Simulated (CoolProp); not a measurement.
C2F6 (R116) along the isotherm 315.9 K: density (kg/m³) from the reference equation and from simpler models built on Tc = 293.0 K, pc = 30.48 bar, ω = 0.257; each cubic takes its own stable root.

Model: reference Helmholtz-energy equation of state, Lemmon 2006, in CoolProp. It is a short technical equation, of lower accuracy than the large ones.

```
p (bar)          phase  reference  Redlich-Kwong  Soave-Redlich-Kwong
-------  -------------  ---------  -------------  -------------------
23.4               gas          ?          162.6                159.7
46.9     supercritical      583.3          600.0                532.2
70.3     supercritical      918.1          859.1                817.7
93.8     supercritical       1025          972.0                941.4
117      supercritical       1090              ?                 1021
141      supercritical       1139           1104                 1083
164      supercritical       1176           1149                 1130
188      supercritical       1208           1188                 1171
211      supercritical       1235              ?                 1205
234      supercritical       1259           1250                 1235
258      supercritical       1281           1277                 1263
281      supercritical       1300           1300                 1287
305      supercritical       1319           1322                 1310
```

Question: Fill in the missing entries.

Answer: 
- 23.4, reference: 160.1
- 117, Redlich-Kwong: 1046
- 211, Redlich-Kwong: 1221
